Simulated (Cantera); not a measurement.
Charge: 1 mol Si, 12 mol HBr, 22 mol H₂, held at 1250 K and 13.0 Pa.

Method: chemical equilibrium by Gibbs-energy minimisation in Cantera with the NASA 1993 tables (ideal gas, pure condensed phases). Candidate condensed phases: Br₂, Si; 19 gas species. The tables' values for SiBr₃ are old estimates; treat these amounts as uncertain. Equilibrium is a limit: real reactors are often held back by kinetics, nucleation or transport.

Base state: H₂ 0.678, HBr 0.288, SiBr₂ 0.0288, Br 0.00463, SiBr₃ 0.000333, SiBr₄ 0.000203, H 3.49e-5, SiHBr₃ 1.03e-5 (mole fractions); condensed: gas only.

**Question.** What changes in the equilibrium state with this change: temperature from 1250 K to 475 K?

**Answer.** 
```tsv
species	before	after
H₂	0.678	0.727
HBr	0.288	0.242
SiBr₄	0.000203	0.0303
SiBr₂	0.0288	<1e-9
Br	0.00463	<1e-9
SiBr₃	0.000333	<1e-9
H	3.49e-5	<1e-9
```
